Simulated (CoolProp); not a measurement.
The fluid at 298.15 K and 0.181 MPa expands adiabatically to 0.0129 MPa with isentropic efficiency 0.8. The same conditions are run with several fluids, on thermodynamics alone (safety and materials aside).

The numbers come from the reference Helmholtz-energy equation of state of each fluid (c-C4F8 (RC318): Platzer 1990; propane: Lemmon 2009; vinyl chloride: Thol 2022; ethane: Bücker 2006; R124: de Vries 1995) in CoolProp. The equations of Platzer and Polt are older, rougher fits.

```
fluid           work (kJ/kg)  final temperature (K)  final phase  final density (kg/m³)
--------------  ------------  ---------------------  -----------  ---------------------
c-C4F8 (RC318)             …                  263.9          gas                   1.18
propane                    …                      …          gas                  0.299
vinyl chloride          67.4                  218.3            …                  0.457
ethane                   138                      …          gas                  0.224
R124                       …                      …          gas                      …
```

Q: Some entries are withheld; supply them.

A: 
- c-C4F8 (RC318), work (kJ/kg): 23.7
- propane, work (kJ/kg): 99.5
- propane, final temperature (K): 229.5
- vinyl chloride, final phase: two-phase, vapour fraction 0.977
- ethane, final temperature (K): 208.7
- R124, work (kJ/kg): 33.3
- R124, final temperature (K): 245.8
- R124, final density (kg/m³): 0.867
